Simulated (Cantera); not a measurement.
Cantera with NASA thermochemical tables; ideal gases at 1 bar, condensed phases pure. Values are per mole of reaction as written; species without (g) are pure solids or liquids, kept so even where they would boil at 1 bar.

Task: Between 898 and 1798 K, where is each reaction favourable under standard conditions?
- AlN + Cl(g) = N(g) + AlCl(g)

Result: 
- AlN + Cl(g) = N(g) + AlCl(g): ΔG° is 443 kJ at 898 K and 277 kJ at 1798 K; it stays positive (K < 1). ΔH° is 602 kJ and ΔS° 180 J/K at 1798 K.
